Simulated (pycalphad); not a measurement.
CALPHAD calculation (pycalphad, COST 507 light-alloy database (1999)), 1 atm. No gas phase is included, though pure Mn would boil below 2327 °C. These are 1990s assessments: newer ones move some temperatures and phases. Not assessed as a whole: an extrapolation from subsystems, which can miss ternary compounds. Diffusion is slow at the low end, where real alloys seldom reach equilibrium.

## Ti-2.755Mn-1.096Si (wt.%): equilibrium cooling sequence

| T (°C) | phases above | phases below |
|---|---|---|
| 1604.0 | LIQUID | BCC_A2 + LIQUID |
| 1424.2 | BCC_A2 + LIQUID | BCC_A2 |
| 936.7 | BCC_A2 | BCC_A2 + SITI3 |
| 814.7 | BCC_A2 + SITI3 | BCC_A2 + HCP_A3 + SITI3 |
| 554.1 | BCC_A2 + HCP_A3 + SITI3 | ALPHA_TIMN + HCP_A3 + SITI3 |

Changes were sought between steps of 75 K, so a narrower field can be missed.

Database names, with the compositions (at.%) that they take in these runs: SITI3: Ti 75 Si 25; ALPHA_TIMN: Ti 50 Mn 50. BCC_A2 is bcc; HCP_A3 is hcp.
